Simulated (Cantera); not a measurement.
## Gas activation for diamond growth

An isothermal, constant-pressure homogeneous reactor starts with CH₄ : H₂ : CO₂ = 0.0026 : 1 : 0.013 (molar parts), at 2825 K and 0.0200 bar.

Computed with Cantera and GRI-Mech 3.0 (53 species, 325 reactions). Radical loss at walls, strong at low pressure, is not modelled.

```tsv
t (s)	x CH₄	x H₂	x CO₂	x C₂H₆	x C₂H₄	x CH₂O
0.000300	0.00217	0.974	0.0107	7.52e-9	3.80e-7	1.03e-7
0.000560	0.00194	0.964	0.00696	1.30e-8	9.04e-7	1.64e-7
0.00104	0.00157	0.948	0.00173	1.65e-8	1.71e-6	2.49e-7
0.00195	0.000975	0.932	4.62e-5	1.07e-8	1.72e-6	2.99e-7
0.00364	0.000371	0.916	2.33e-5	2.16e-9	5.93e-7	1.96e-7
0.00679	0.000107	0.898	2.30e-5	2.28e-10	1.43e-7	8.83e-8
0.0127	2.90e-5	0.875	2.24e-5	2.09e-11	2.65e-8	3.79e-8
0.0237	6.21e-7	0.838	2.17e-5	<1e-12	2.33e-10	2.49e-9
0.0442	1.94e-11	0.781	2.12e-5	<1e-12	<1e-12	5.26e-10
0.0824	3.32e-12	0.701	2.05e-5	<1e-12	<1e-12	2.30e-10
0.154	<1e-12	0.614	1.94e-5	<1e-12	<1e-12	1.06e-10
0.287	<1e-12	0.550	1.85e-5	<1e-12	<1e-12	6.19e-11
0.536	<1e-12	0.525	1.81e-5	<1e-12	<1e-12	5.06e-11
1.00	<1e-12	0.521	1.80e-5	<1e-12	<1e-12	4.93e-11
```
x: mole fraction; the columns are a selection and need not sum to one.

Equilibrium at this temperature and pressure: CH₄ <1e-12, H₂ 0.521, CO₂ 1.80e-5, C₂H₆ <1e-12, C₂H₄ <1e-12, CH₂O 4.93e-11 (gas phase only).
